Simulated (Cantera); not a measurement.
Feed: 1 mol N2O, 0.76 mol H2O, 0.04 mol O2, held at 0.780 bar.

Cantera equilibrium calculation (NASA polynomials, part measured and part estimated; ideal gas, pure solids and liquids). Candidate condensed phases: H2O; 47 gas species. Ions and electrons are included (thermal ionisation). The numbers say what is thermodynamically allowed, not how fast it happens.

At 4727 °C, list the 5 most abundant gas species with their mole fractions, and the condensed phases.

O 0.403, H 0.342, N2 0.216, N 0.0175, NO 0.0117. Condensed: gas only.
